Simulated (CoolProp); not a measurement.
Model: reference Helmholtz-energy equation of state, Gedanitz 2015, in CoolProp.

**Question.** Give the vapour pressure (MPa), enthalpy of vaporisation (kJ/kg), vapour Z, liquid conductivity (mW/(m K)) of saturated cyclopentane at -27.65, -10.65, 125.75 °C.

**Answer.** 
```tsv
T (°C)	p (MPa)	enthalpy of vaporisation (kJ/kg)	vapour Z	liquid conductivity (mW/(m K))
-27.65	0.00313	442	0.997	147
-10.65	0.00830	430	0.995	140
125.75	0.734	322	0.857	91.7
```

Thermal conductivity comes from a separate model (Vassiliou 2015).
